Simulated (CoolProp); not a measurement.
A single-stage vapour-compression cycle with n-butane: evaporating at 243.15 K (dew point), condensing at 267.15 K (bubble point), superheat 0 K, subcooling 0 K, compressor efficiency 0.6, no pressure losses. Each further row changes one setting.

Model: reference Helmholtz-energy equation of state, Bücker 2006, in CoolProp.

```csv
case,cooling COP,pressure ratio,discharge temperature (K),refrigerating effect (kJ/kg),volumetric capacity (kJ/m³)
as stated,5.62,2.90,285.3,357,294
evaporating temperature 248.15 K,7.37,2.28,[?],[?],[?]
condensing temperature 262.15 K,[?],[?],[?],368,304
subcooling 5 K,5.80,2.90,285.3,368,304
superheat 10 K,5.62,2.90,295.8,[?],294
compressor efficiency 0.5,[?],2.90,292.8,357,294
```

Q: Fill in the missing entries.

A: 
- evaporating temperature 248.15 K, discharge temperature (K): 281.0
- evaporating temperature 248.15 K, refrigerating effect (kJ/kg): 364
- evaporating temperature 248.15 K, volumetric capacity (kJ/m³): 375
- condensing temperature 262.15 K, cooling COP: 7.23
- condensing temperature 262.15 K, pressure ratio: 2.37
- condensing temperature 262.15 K, discharge temperature (K): 277.2
- superheat 10 K, refrigerating effect (kJ/kg): 372
- compressor efficiency 0.5, cooling COP: 4.68
